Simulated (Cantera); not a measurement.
Charge: 1 mol Si, 2.2 mol F2, 8.4 mol H2, equilibrated at 1102 °C and 0.0900 Torr.

Equilibrium computed with Cantera from the NASA thermochemical tables; the gas is ideal and each condensed phase is pure. Candidate condensed phases: Si; 25 gas species. The tables' values for SiF3, SiF2 are old estimates; treat these amounts as uncertain. Rates play no part.

### Question
What is the equilibrium state?

### Answer
- x(H2) = 0.845
- x(SiF4) = 0.0947
- x(HF) = 0.0509
- x(SiF3) = 0.00816
- x(SiF2) = 0.000508
- x(SiHF3) = 0.000289
- x(H) = 0.000288
- gas amount = 9.646 mol
- log10 activity of Si(s) (absent) = -3.42
